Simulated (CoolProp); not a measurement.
A Linde-Hampson liquefier for carbon monoxide: isothermal reversible compression at 200 K from 1 atm to 30 MPa, throttling to 1 atm, return gas leaving the recuperator 10 K below the feed. Each further row changes one setting.

Computed with CoolProp (reference Helmholtz-energy equation of state, Lemmon 2006). It is a short technical equation, of lower accuracy than the large ones.

```csv
case,liquid yield per pass,compression work (kJ/kg of gas)
as stated,0.257,316
high pressure 60 MPa,[?],[?]
warm-end temperature 230 K,0.182,[?]
warm-end gap 15 K,0.245,316
```

What belongs in the gaps?


- high pressure 60 MPa, liquid yield per pass: 0.229
- high pressure 60 MPa, compression work (kJ/kg of gas): 370
- warm-end temperature 230 K, compression work (kJ/kg of gas): 376
